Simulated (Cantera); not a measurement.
Cantera run:

```python
import numpy as np
import cantera as ct

gas_names = [...]  # 130 gases of nasa_gas.yaml made of C, H, Mg, O, S
cond_names = """
    C(gr) C6H6(L) C7H8(L) C8H18(L),n-octa H2O(s) H2O(L) H2SO4(L) Mg(cr) Mg(L) MgCO3(s) MgO(s) MgO(L)
    MgO2H2(s) MgS(s) MgSO4(s) MgSO4(L) S(cr1) S(cr2) S(L)
""".split()


# ... load() reads the species with a 1 bar reference pressure and builds the phases ...
atoms = {
    'MgSO4': {'Mg': 1, 'S': 1, 'O': 4},
    'CO2': {'C': 1, 'O': 2},
    'H2': {'H': 2},
}
top_T = {'C(gr)': 4500, 'MgS(s)': 2250}  # K; cautious upper limits of use, not melting points


# ... equilibrate(T, P, feed) seeds the gas with the atoms and calls Mixture.equilibrate('TP', solver="vcs", rtol=1e-11, max_steps=5000) ...
results = []
feed = {'MgSO4': 1, 'CO2': 0.13, 'H2': 3.4}  # mol
P = 133.322  # Pa
for T in [1525, 1575, 1625, 1675, 1725, 1775, 1825, 1875, 1925, 1975, 2025, 2075, 2125, 2175]:
    mix = equilibrate(T, P, feed)
    results.append((T, P, feed, dict(zip(mix.species_names, mix.species_moles))))

top = {s: max(r[3][s] / sum(r[3][g] for g in gas_names) for r in results) for s in gas_names}
cols = sorted((s for s in top if top[s] > 0.001), key=lambda s: -top[s])[:5]
seen = [c for c in cond_names if any(r[3].get(c, 0) > 1e-12 for r in results)]
print("log10 of partial pressures in bar; condensed amounts in mol")
print(f"{'T/K':>10s}" + "".join(f"{s[:9]:>10s}" for s in cols + seen))
for T, P, feed, n in results:
    ng = sum(n[g] for g in gas_names)
    print(f"{T:10.4g}" + "".join(f"{np.log10(max(n[s] / ng * P / 1e5, 1e-99)):10.3f}" for s in cols)
          + "".join(f"{n.get(c, 0):10.4g}" for c in seen))
```

Output:

```
log10 of partial pressures in bar; condensed amounts in mol
       T/K       H2O        H2       SO2        Mg         H    MgO(s)
      1525    -3.137    -3.477    -3.938    -9.062    -6.364         1
      1575    -3.154    -3.447    -3.901    -8.489    -6.105         1
      1625    -3.173    -3.421    -3.869    -7.952    -5.862         1
      1675    -3.191    -3.398    -3.844    -7.449    -5.634    0.9999
      1725    -3.209    -3.378    -3.823    -6.976    -5.420    0.9996
      1775    -3.227    -3.361    -3.807    -6.532    -5.219     0.999
      1825    -3.244    -3.347    -3.796    -6.115    -5.030    0.9974
      1875    -3.261    -3.337    -3.788    -5.724    -4.852    0.9935
      1925    -3.276    -3.332    -3.784    -5.359    -4.686    0.9848
      1975    -3.290    -3.333    -3.782    -5.019    -4.531    0.9665
      2025    -3.302    -3.343    -3.783    -4.706    -4.387    0.9302
      2075    -3.311    -3.365    -3.783    -4.424    -4.257    0.8631
      2125    -3.317    -3.403    -3.784    -4.176    -4.142    0.7494
      2175    -3.320    -3.465    -3.784    -3.967    -4.044    0.5733
```

Cantera equilibrium calculation (NASA polynomials, part measured and part estimated; ideal gas, pure solids and liquids). The tables' values for MgH are old estimates; treat these amounts as uncertain.
